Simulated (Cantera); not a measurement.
Standard-state values (1 bar) from the NASA 1993 polynomials, evaluated with Cantera. Values are per mole of reaction as written; species without (g) are pure solids or liquids, kept so even where they would boil at 1 bar. TaC: taken at fixed stoichiometry.

2 Ta + C2H4(g) ⇌ 2 H2(g) + 2 TaC, with ΔH° = -340.6 kJ and ΔS° = 44.1 J/K at 300 K.

Q: How far is the shortcut ΔG° ≈ ΔH°(300 K) − T·ΔS°(300 K) from the full temperature-dependent value at 1000, 1150, 1300, 1450, 1600, 1750 K?

A: 
```csv
T (K),shortcut (kJ),full (kJ),difference (kJ),difference in log10 K
1000,-384.7,-401.0,16.3,-0.85
1150,-391.3,-412.9,21.6,-0.98
1300,-397.9,-425.0,27.1,-1.09
1450,-404.5,-437.2,32.7,-1.18
1600,-411.2,-449.6,38.4,-1.25
1750,-417.8,-462.0,44.2,-1.32
```
The shortcut ignores the heat-capacity change of the reaction.
